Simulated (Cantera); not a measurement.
Cantera run:

```python
import numpy as np
import cantera as ct

gas_names = """
    C CN CO CO2 C2 CCN CNC C2N2 C2O C3 C3O2 C4 C4N2 C5 N NCO NO NO2 NO3 N2 N2O O O2 O3 Si SiC SiC2 SiN
    SiO SiO2 Si2 Si2C Si2N Si3
""".split()
cond_names = """
    C(gr) Si(cr) Si(L) SiC(b) SiO2(Lqz) SiO2(hqz) SiO2(L) Si2N2O(s) Si3N4(a)
""".split()


# ... load() reads the species with a 1 bar reference pressure and builds the phases ...
atoms = {
    'Si': {'Si': 1},
    'CO2': {'C': 1, 'O': 2},
    'N2': {'N': 2},
}
top_T = {'C(gr)': 4500, 'SiC(b)': 3050, 'Si2N2O(s)': 2100, 'Si3N4(a)': 2400}  # K; cautious upper limits of use, not melting points


# ... equilibrate(T, P, feed) seeds the gas with the atoms and calls Mixture.equilibrate('TP', solver="vcs", rtol=1e-11, max_steps=5000) ...
results = []
feed = {'Si': 1, 'CO2': 0.014, 'N2': 30}  # mol
T = 2173  # K
P = 90000  # Pa
mix = equilibrate(T, P, feed)
results.append((T, P, feed, dict(zip(mix.species_names, mix.species_moles))))
x = sorted(zip(gas.X, gas.species_names), reverse=True)
print(f"T = {T:g} K  P = {P:g} Pa  gas = {mix.phase_moles(0):.4g} mol")
print("   x: " + "  ".join(f"{s} {v:.3e}" for v, s in x if v > 0.0001))
print("   condensed (mol): " + ("  ".join(f"{mix.phase(i).name} {mix.phase_moles(i):.4g}"
      for i in range(1, mix.n_phases) if mix.phase_moles(i) > 1e-12) or "none"))
```

It prints:

```
T = 2173 K  P = 90000 Pa  gas = 30.04 mol
   x: N2 9.986e-01  SiO 5.405e-04  CO 3.916e-04  Si 3.143e-04
   condensed (mol): Si(L) 0.966  SiC(b) 0.001697
```

Method: chemical equilibrium by Gibbs-energy minimisation in Cantera with the NASA 1993 tables (ideal gas, pure condensed phases). Mutual solubility and eutectic melting of coexisting phases are not modelled. The tables' values for SiN are old estimates; treat these amounts as uncertain.
